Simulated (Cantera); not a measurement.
Source: NASA polynomial tables (part measured, part estimated), evaluated in Cantera. Values are per mole of reaction as written; species without (g) are pure solids or liquids, kept so even where they would boil at 1 bar.

O2(g) + 2 MgBr2 ⇌ 2 MgO + 2 Br2(g), with ΔH° = -92.2 kJ and ΔS° = 105.2 J/K at 300 K.

Task: How far is the shortcut ΔG° ≈ ΔH°(300 K) − T·ΔS°(300 K) from the full temperature-dependent value at 773, 798, 823, 848, 873, 898, 923, 948, 973, 998, 1023 K?

Result: 
```
T (K)  shortcut (kJ)  full (kJ)  difference (kJ)  difference in log10 K  condensed phases
-----  -------------  ---------  ---------------  ---------------------  ----------------
773           -173.5     -166.6             -6.9                   0.46  MgBr2(s), MgO(s)
798           -176.1     -168.6             -7.5                   0.49  MgBr2(s), MgO(s)
823           -178.8     -170.6             -8.2                   0.52  MgBr2(s), MgO(s)
848           -181.4     -172.6             -8.8                   0.54  MgBr2(s), MgO(s)
873           -184.0     -174.5             -9.5                   0.57  MgBr2(s), MgO(s)
898           -186.7     -176.4            -10.3                   0.60  MgBr2(s), MgO(s)
923           -189.3     -178.3            -11.0                   0.62  MgBr2(s), MgO(s)
948           -191.9     -180.2            -11.8                   0.65  MgBr2(s), MgO(s)
973           -194.6     -182.0            -12.5                   0.67  MgBr2(s), MgO(s)
998           -197.2     -182.7            -14.5                   0.76  MgBr2(l), MgO(s)
1023          -199.8     -182.5            -17.3                   0.88  MgBr2(l), MgO(s)
```
The shortcut ignores heat capacities and the phase changes listed.
